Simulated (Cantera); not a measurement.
A closed system holds: 1 mol HgO, 0.069 mol O2, 15 mol H2, held at 1623 K and 0.000860 bar.

Cantera equilibrium calculation (NASA polynomials, part measured and part estimated; ideal gas, pure solids and liquids). Candidate condensed phases: H2O, Hg, HgO; 10 gas species. Kinetics and transport are ignored.

Base state: H2 0.864, H2O 0.0710, Hg 0.0624, H 0.00219 (mole fractions); condensed: gas only.

**Question.** What changes in the equilibrium state with this change: temperature from 1623 K to 1273 K?

**Answer.** 
```tsv
species	before	after
H2	0.864	0.866
H2O	0.0710	0.0711
Hg	0.0624	0.0625
H	0.00219	2.26e-5
```

**Question.** What changes in the equilibrium state with this change: temperature from 1623 K to 848.15 K?

**Answer.** 
```json
[
 {"species": "H2", "before": "0.864", "after": "0.866"},
 {"species": "H2O", "before": "0.0710", "after": "0.0711"},
 {"species": "Hg", "before": "0.0624", "after": "0.0625"},
 {"species": "H", "before": "0.00219", "after": "<1e-9"}
]
```

**Question.** What changes in the equilibrium state with this change: temperature from 1623 K to 1273.15 K?

**Answer.** 
```
species   before    after
-------  -------  -------
H2         0.864    0.866
H2O       0.0710   0.0711
Hg        0.0624   0.0625
H        0.00219  2.27e-5
```
